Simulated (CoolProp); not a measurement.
The fluoroketone C6F12O (FK-5-1-12) along the isotherm 453.1 K: fugacity coefficient from the reference equation and from simpler models built on Tc = 441.8 K, pc = 18.69 bar, ω = 0.471; each cubic takes its own stable root.

Values from CoolProp's reference Helmholtz-energy equation of state, McLinden 2015.

```csv
p (bar),phase,reference
0.148,gas,0.9975
0.239,gas,0.9959
0.386,gas,0.9934
0.623,gas,0.9894
1.01,gas,0.9829
1.63,gas,0.9724
2.63,gas,0.9557
4.25,gas,0.9289
6.86,gas,0.8863
11.1,gas,0.8181
17.9,gas,0.7089
28.9,supercritical,0.5250
46.7,supercritical,0.3783
```

Problem. How far does each simpler model (van der Waals, Redlich-Kwong, Soave-Redlich-Kwong, Peng-Robinson) lie from the reference over these 13 states: mean and median of the absolute difference, and the worst?

Solution. 
- van der Waals: mean 1.8 %, median 0.5 %, worst +10.4 % at 453.1 K and 46.7 bar
- Redlich-Kwong: mean 0.2 %, median 0.0 %, worst +2.4 % at 453.1 K and 46.7 bar
- Soave-Redlich-Kwong: mean 0.9 %, median 0.1 %, worst +5.9 % at 453.1 K and 46.7 bar
- Peng-Robinson: mean 0.7 %, median 0.4 %, worst -2.4 % at 453.1 K and 17.9 bar
